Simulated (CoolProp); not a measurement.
R143a along the isotherm 390.9 K: density (kg/m³) from the reference equation and from simpler models built on Tc = 345.9 K, pc = 3.762 MPa, ω = 0.261; each cubic takes its own stable root.

The numbers come from the reference Helmholtz-energy equation of state, Lemmon and Jacobsen 2000 in CoolProp.

| p (MPa) | phase | reference |
|---|---|---|
| 0.119 | gas | 3.101 |
| 0.212 | gas | 5.558 |
| 0.376 | gas | 9.965 |
| 0.669 | gas | 18.09 |
| 1.19 | gas | 33.41 |
| 2.12 | gas | 64.08 |
| 3.76 | gas | 133.3 |
| 6.69 | supercritical | 352.7 |
| 11.9 | supercritical | 651.0 |
| 21.2 | supercritical | 798.5 |
| 37.6 | supercritical | 910.8 |

Question: How far does each simpler model (Redlich-Kwong, Peng-Robinson) lie from the reference over these 11 states: mean and median of the absolute difference, and the worst?

Answer: 
- Redlich-Kwong: mean 3.3 %, median 0.1 %, worst -12.7 % at 390.9 K and 11.9 MPa
- Peng-Robinson: mean 2.5 %, median 0.4 %, worst -10.4 % at 390.9 K and 11.9 MPa
